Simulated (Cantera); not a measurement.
What does this Cantera script print?

```python
import numpy as np
import cantera as ct

gas_names = [...]  # 123 gases of nasa_gas.yaml made of C, H, O, Si
cond_names = """
    C(gr) C6H6(L) C7H8(L) C8H18(L),n-octa H2O(s) H2O(L) Si(cr) Si(L) SiC(b) SiO2(Lqz) SiO2(hqz) SiO2(L)
""".split()


# ... load() reads the species with a 1 bar reference pressure and builds the phases ...
atoms = {
    'TEOS': {'Si': 1, 'C': 8, 'H': 20, 'O': 4},
    'O3': {'O': 3},
    'H2': {'H': 2},
}
top_T = {'C(gr)': 4500, 'SiC(b)': 3050}  # K; cautious upper limits of use, not melting points


# ... equilibrate(T, P, feed) seeds the gas with the atoms and calls Mixture.equilibrate('TP', solver="vcs", rtol=1e-11, max_steps=5000) ...
results = []
feed = {'TEOS': 1, 'O3': 0.29, 'H2': 0.27}  # mol
P = 100000  # Pa
for T in [573, 598, 623, 648, 673, 698, 723, 748, 773, 798, 823, 848]:
    mix = equilibrate(T, P, feed)
    results.append((T, P, feed, dict(zip(mix.species_names, mix.species_moles))))

top = {s: max(r[3][s] / sum(r[3][g] for g in gas_names) for r in results) for s in gas_names}
cols = sorted((s for s in top if top[s] > 1e-05), key=lambda s: -top[s])[:5]
seen = [c for c in cond_names if any(r[3].get(c, 0) > 1e-12 for r in results)]
print("log10 of partial pressures in bar; condensed amounts in mol")
print(f"{'T/K':>10s}" + "".join(f"{s[:9]:>10s}" for s in cols + seen))
for T, P, feed, n in results:
    ng = sum(n[g] for g in gas_names)
    print(f"{T:10.4g}" + "".join(f"{np.log10(max(n[s] / ng * P / 1e5, 1e-99)):10.3f}" for s in cols)
          + "".join(f"{n.get(c, 0):10.4g}" for c in seen))
```

Output:

```
log10 of partial pressures in bar; condensed amounts in mol
       T/K       CH4        H2       H2O       CO2        CO     C(gr) SiO2(Lqz) SiO2(hqz)
       573    -0.259    -1.286    -0.434    -1.545    -4.009     4.089         1         0
       598    -0.270    -1.134    -0.446    -1.508    -3.660     4.124         1         0
       623    -0.286    -0.996    -0.459    -1.475    -3.339     4.181         1         0
       648    -0.306    -0.871    -0.475    -1.446    -3.044      4.26         1         0
       673    -0.332    -0.758    -0.494    -1.420    -2.772     4.363         1         0
       698    -0.365    -0.656    -0.516    -1.397    -2.520      4.49         1         0
       723    -0.405    -0.566    -0.542    -1.378    -2.286     4.637         1         0
       748    -0.452    -0.486    -0.572    -1.361    -2.070     4.801         1         0
       773    -0.507    -0.416    -0.607    -1.350    -1.869     4.972         1         0
       798    -0.570    -0.356    -0.648    -1.344    -1.683     5.139         1         0
       823    -0.641    -0.306    -0.697    -1.345    -1.513     5.289         1         0
       848    -0.720    -0.263    -0.753    -1.358    -1.358     5.409         0         1
```

Cantera equilibrium calculation (NASA polynomials, part measured and part estimated; ideal gas, pure solids and liquids). The feed counts by its element totals alone.
